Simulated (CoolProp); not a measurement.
A Linde-Hampson liquefier for methane: isothermal reversible compression at 250 K from 1 atm to 20 MPa, throttling to 1 atm, return gas leaving the recuperator 2 K below the feed. Each further row changes one setting.

Values from CoolProp's reference Helmholtz-energy equation of state, Setzmann 1991.

| case | liquid yield per pass | compression work (kJ/kg of gas) |
|---|---|---|
| as stated | ? | 613 |
| high pressure 40 MPa | ? | ? |
| warm-end temperature 280 K | ? | ? |
| warm-end gap 7 K | ? | 613 |

Question: Fill in the missing entries.

Answer: 
- as stated, liquid yield per pass: 0.322
- high pressure 40 MPa, liquid yield per pass: 0.352
- high pressure 40 MPa, compression work (kJ/kg of gas): 688
- warm-end temperature 280 K, liquid yield per pass: 0.235
- warm-end temperature 280 K, compression work (kJ/kg of gas): 714
- warm-end gap 7 K, liquid yield per pass: 0.313
